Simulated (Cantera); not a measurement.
A perfectly stirred reactor is fed with CO : H2 : O2 : N2 : H2O = 1 : 1.5 : 0.781 : 2.94 : 1.4 (molar parts), at 1280 Torr; it is adiabatic with a 423 K inlet, and is followed from long to short residence time, starting on the burning branch (τ in s: 0.13, 0.059, 0.027, 0.012, 0.0057, 0.0026, 0.0012, 0.00055, 0.00025, 0.00012, 5.3e-05).

Detailed kinetics in Cantera: GRI-Mech 3.0 (53 species, 325 reactions).

Task: Predict: blow-out, bracketed by the residence times tried; x(CO) at τ = 0.130 s; x(H2) at τ = 0.130 s; x(O2) at τ = 0.130 s; x(OH) at τ = 0.130 s; x(CO) at τ = 2.60 ms; x(H2) at τ = 2.60 ms; x(O2) at τ = 2.60 ms; x(OH) at τ = 2.60 ms.

Result: 
```
Item                                                                              Result
------------------------------------------------  --------------------------------------
blow-out, bracketed by the residence times tried  burning at 53.0 µs, the shortest tried
x(CO) at τ = 0.130 s                                                              0.0675
x(H2) at τ = 0.130 s                                                              0.0693
x(O2) at τ = 0.130 s                                                             5.07e-5
x(OH) at τ = 0.130 s                                                            0.000459
x(CO) at τ = 2.60 ms                                                              0.0671
x(H2) at τ = 2.60 ms                                                              0.0692
x(O2) at τ = 2.60 ms                                                            0.000721
x(OH) at τ = 2.60 ms                                                             0.00249
```
